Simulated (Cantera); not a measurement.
What does this Cantera script print?

```python
import numpy as np
import cantera as ct

gas = ct.Solution("h2o2.yaml")
gas.TPX = 373, 31000, {'H2': 1, 'O2': 0.943, 'N2': 3.55}
flame = ct.FreeFlame(gas, width=0.091)
flame.set_refine_criteria(ratio=3, slope=0.08, curve=0.16)
flame.transport_model = "mixture-averaged"
flame.solve(loglevel=0, auto=True)
z, T = flame.grid, flame.T
thick = (T[-1] - T[0]) / np.gradient(T, z).max()
show = ['H2', 'O2', 'H2O', 'H2O2', 'H', 'O']
print(f"laminar burning velocity  {flame.velocity[0] * 100:.3f} cm/s")
print(f"burnt temperature         {T[-1]:.1f} K")
print(f"thermal thickness         {thick * 1e3:.4f} mm")
print(f"grid points               {len(z)}")
z0 = z[flame.heat_release_rate.argmax()]
print(f"{'z/mm':>9s}{'T/K':>9s}{'u/(m/s)':>9s}" + "".join(f"{s:>11s}" for s in show))
rows = []
for k in (-3, -2, -1.5, -1, -0.5, -0.25, 0, 0.25, 0.5, 1, 2, 4, 8):
    zz = z0 + k * thick
    rows.append([k * thick, np.interp(zz, z, T), np.interp(zz, z, flame.velocity),
                 *(np.interp(zz, z, flame.X[gas.species_index(s)]) for s in show)])
    print(f"{rows[-1][0] * 1e3:9.3f}{rows[-1][1]:9.1f}{rows[-1][2]:9.3f}" + "".join(f"{x:11.3e}" for x in rows[-1][3:]))
```

It prints:

```
laminar burning velocity  120.777 cm/s
burnt temperature         1743.2 K
thermal thickness         1.5939 mm
grid points               112
     z/mm      T/K  u/(m/s)         H2         O2        H2O       H2O2          H          O
   -4.782    373.0    1.208  1.820e-01  1.717e-01  2.963e-09  1.232e-11  4.842e-15  5.035e-12
   -3.188    373.0    1.208  1.818e-01  1.717e-01  8.831e-08  4.372e-10  1.169e-13  1.201e-10
   -2.391    373.1    1.207  1.811e-01  1.719e-01  1.542e-06  9.361e-09  1.743e-12  1.527e-09
   -1.594    373.9    1.206  1.781e-01  1.725e-01  2.456e-05  1.847e-07  1.780e-10  1.735e-08
   -0.797    429.2    1.350  1.542e-01  1.756e-01  3.843e-03  2.659e-05  2.253e-05  3.730e-06
   -0.398    684.6    2.097  1.144e-01  1.686e-01  3.185e-02  2.643e-05  1.805e-03  1.544e-04
    0.000   1014.2    3.054  6.286e-02  1.427e-01  8.934e-02  3.921e-06  8.872e-03  2.303e-03
    0.398   1250.4    3.748  2.451e-02  1.109e-01  1.438e-01  2.852e-06  1.382e-02  6.402e-03
    0.797   1382.9    4.135  1.110e-02  9.676e-02  1.666e-01  1.985e-06  1.252e-02  7.991e-03
    1.594   1512.6    4.502  6.508e-03  9.141e-02  1.781e-01  1.011e-06  7.596e-03  6.817e-03
    3.188   1617.5    4.790  4.106e-03  8.996e-02  1.854e-01  4.899e-07  3.302e-03  4.275e-03
    6.376   1686.5    4.975  2.010e-03  8.972e-02  1.909e-01  2.510e-07  1.020e-03  2.057e-03
   12.751   1721.2    5.066  7.738e-04  9.004e-02  1.940e-01  1.305e-07  2.336e-04  7.870e-04
```

Cantera simulation using the H2/O2 subset of GRI-Mech 3.0, which has no nitrogen chemistry; the numbers are that mechanism's predictions, not measurements. Burning velocities carry a grid error of a few per cent, more on coarse grids. Lean hydrogen flames are cellular in practice and burn faster than this planar one.
